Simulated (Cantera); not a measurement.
Stirred combustor or abatement burner

A perfectly stirred reactor is fed with 13.7 % CH4, 0.890 % C2H6, 17.9 % O2, 67.5 % N2, equivalence ratio 1.7, at 4.44 atm; it is adiabatic with a 650 K inlet, and is followed from long to short residence time, starting on the burning branch (τ in s: 0.37, 0.14, 0.056, 0.022, 0.0084, 0.0032, 0.0012, 0.00048, 0.00019, 7.2e-05, 2.8e-05).

Model: GRI-Mech 3.0 (53 species, 325 reactions), integrated in Cantera.

```tsv
τ (s)	T (K)	x CH4	x C2H6	x O2	x CO2	x CO
0.37	2025	0.000569	5.47e-8	1.95e-5	0.0302	0.106
0.14	2029	0.00117	2.08e-7	4.95e-5	0.0305	0.105
0.056	2034	0.00206	6.53e-7	0.000117	0.0310	0.103
0.022	2040	0.00326	1.84e-6	0.000273	0.0318	0.0988
0.0084	2045	0.00476	4.79e-6	0.000638	0.0327	0.0940
0.0032	2047	0.00650	1.19e-5	0.00146	0.0333	0.0889
0.0012	2036	0.00866	3.02e-5	0.00334	0.0330	0.0846
0.00048	2002	0.0117	8.26e-5	0.00751	0.0308	0.0819
0.00019	650	0.137	0.00890	0.179	<1e-12	<1e-12
7.2e-5	650	0.137	0.00890	0.179	<1e-12	<1e-12
2.8e-5	650	0.137	0.00890	0.179	<1e-12	<1e-12
```
x: mole fraction; the columns are a selection and need not sum to one.
